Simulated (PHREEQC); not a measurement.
Consider water at 20 °C with 0.22 mol Na2S, 4e-05 mol NaHCO3 and 0.00011 mol ZnCl2 per kg of water. Closed to the air; pH follows from the charge balance.

Model: ion-association model, phreeqc.dat, run in PHREEQC.

No solid was allowed to form.

Predict the pH, specific conductance, ionic strength.

pH 12.85; specific conductance 33000 µS/cm; ionic strength 0.582 mol/kgw.

In which forms is Zn present?

Zn(HS)3- 51 %, Zn(HS)2 47 %, Zn(OH)4-2 1.4 %, Zn(OH)3- 0.5 % of the Zn.

The solution is supersaturated, for example in Sphalerite (slow to form), so a real one may precipitate; this is no full list. With this much S-2 the pH rests on the database's HS-/S-2 constant; if that pK is higher, the solution is more alkaline. The database's pK near 12.9 for HS-/S-2 is now thought far too low, so its S-2 is overstated.
